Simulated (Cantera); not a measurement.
Cantera with NASA thermochemical tables; ideal gases at 1 bar, condensed phases pure. Values are per mole of reaction as written; species without (g) are pure solids or liquids, kept so even where they would boil at 1 bar.

4 P₂(g) + 10 NO₂(g) → 2 P₄O₁₀ + 5 N₂(g)

| T (K) | ΔH° (kJ) | ΔS° (J/K) | ΔG° (kJ) | log10 K |
|---|---|---|---|---|
| 300 | [?] | [?] | [?] | [?] |
| 350 | [?] | [?] | [?] | [?] |
| 375 | -6929.4 | -1837.6 | -6240.3 | 869.21 |
| 400 | -6926.4 | -1829.8 | -6194.5 | 808.90 |
| 425 | -6923.1 | -1821.8 | -6148.8 | 755.71 |
| 450 | -6919.5 | -1813.5 | -6103.4 | 708.45 |
| 475 | -6915.5 | -1805.0 | -6058.2 | 666.19 |
| 500 | -6911.3 | -1796.4 | -6013.1 | 628.18 |
| 525 | -6906.9 | -1787.7 | -5968.4 | 593.81 |
| 550 | -6902.1 | -1778.8 | -5923.8 | 562.58 |
| 575 | [?] | [?] | [?] | [?] |

Task: Complete the blanks.

Result: 
- 300, ΔH° (kJ): -6936.4
- 300, ΔS° (J/K): -1858.2
- 300, ΔG° (kJ): -6378.9
- 300, log10 K: 1110.65
- 350, ΔH° (kJ): -6932.1
- 350, ΔS° (J/K): -1845.0
- 350, ΔG° (kJ): -6286.4
- 350, log10 K: 938.17
- 575, ΔH° (kJ): -6897.1
- 575, ΔS° (J/K): -1769.9
- 575, ΔG° (kJ): -5879.4
- 575, log10 K: 534.09
